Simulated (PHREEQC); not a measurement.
NaOH is added in steps, without added water, to 1 kg of water holding 0.014 mol/kgw NaHCO3, 0.033 mol/kgw NH3 and 0.00014 mol/kgw LiCl, at 25 °C. Oxygen is held at 0.21 atm. No CO2 enters from the air. The run lets Halite, Nahcolite, Natron precipitate or redissolve, and no other solid.

Base run: PHREEQC, ion-association model, wateq4f.dat. Each further column changes one thing. The table gives HCO3- (mol/kgw).

| NaOH added (mol) | base | database phreeqc.dat | Davies equation for every ion | Debye-Hückel limiting law | metal-ligand complexes left out |
|---|---|---|---|---|---|
| 0 | 0.00799 | 0.00796 | 0.00796 | 0.00777 | … |
| 0.0027 | 0.00676 | 0.00672 | 0.00673 | 0.00654 | … |
| 0.0054 | 0.00540 | 0.00536 | 0.00537 | 0.00520 | … |
| 0.0081 | 0.00394 | 0.00391 | 0.00391 | 0.00378 | … |
| 0.0099 | 0.00295 | 0.00293 | 0.00293 | 0.00282 | … |
| 0.0126 | 0.00157 | 0.00157 | 0.00155 | 0.00149 | … |
| 0.0153 | 0.000697 | 0.000700 | 0.000683 | 0.000644 | 0.000816 |
| 0.018 | 0.000362 | 0.000364 | 0.000353 | 0.000330 | … |

Q: What belongs in the gaps?

A: 
- 0, metal-ligand complexes left out: 0.00827
- 0.0027, metal-ligand complexes left out: 0.00705
- 0.0054, metal-ligand complexes left out: 0.00567
- 0.0081, metal-ligand complexes left out: 0.00417
- 0.0099, metal-ligand complexes left out: 0.00315
- 0.0126, metal-ligand complexes left out: 0.00173
- 0.018, metal-ligand complexes left out: 0.000442

Carbamate, which ammonia and carbonate form, is missing from the database. phreeqc.dat and wateq4f.dat share most of their constants, so their agreement is no independent check. Solids allowed in the column 'database phreeqc.dat': Halite.
